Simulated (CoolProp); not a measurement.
Toluene along the isotherm 620 K: Z from the reference equation and from simpler models built on Tc = 591.7 K, pc = 41.26 bar, ω = 0.266; each cubic takes its own stable root.

Model: reference Helmholtz-energy equation of state, Lemmon 2006, in CoolProp. It is a short technical equation, of lower accuracy than the large ones.

```json
[
 {"p (bar)": "0.652", "phase": "gas", "reference": "0.9950"},
 {"p (bar)": "1.16", "phase": "gas", "reference": "0.9911"},
 {"p (bar)": "2.06", "phase": "gas", "reference": "0.9841"},
 {"p (bar)": "3.67", "phase": "gas", "reference": "0.9716"},
 {"p (bar)": "6.52", "phase": "gas", "reference": "0.9489"},
 {"p (bar)": "11.6", "phase": "gas", "reference": "0.9069"},
 {"p (bar)": "20.6", "phase": "gas", "reference": "0.8267"},
 {"p (bar)": "36.7", "phase": "gas", "reference": "0.6554"},
 {"p (bar)": "65.2", "phase": "supercritical", "reference": "0.2934"},
 {"p (bar)": "116", "phase": "supercritical", "reference": "0.4073"},
 {"p (bar)": "206", "phase": "supercritical", "reference": "0.6430"}
]
```

Question: How far does each simpler model (van der Waals, Redlich-Kwong, Soave-Redlich-Kwong, Peng-Robinson) lie from the reference over these 11 states: mean and median of the absolute difference, and the worst?

Answer: 
- van der Waals: mean 10.6 %, median 1.5 %, worst +37.8 % at 620 K and 206 bar
- Redlich-Kwong: mean 4.2 %, median 0.5 %, worst +17.8 % at 620 K and 65.2 bar
- Soave-Redlich-Kwong: mean 5.5 %, median 0.8 %, worst +25.3 % at 620 K and 65.2 bar
- Peng-Robinson: mean 2.1 %, median 0.2 %, worst +15.5 % at 620 K and 65.2 bar
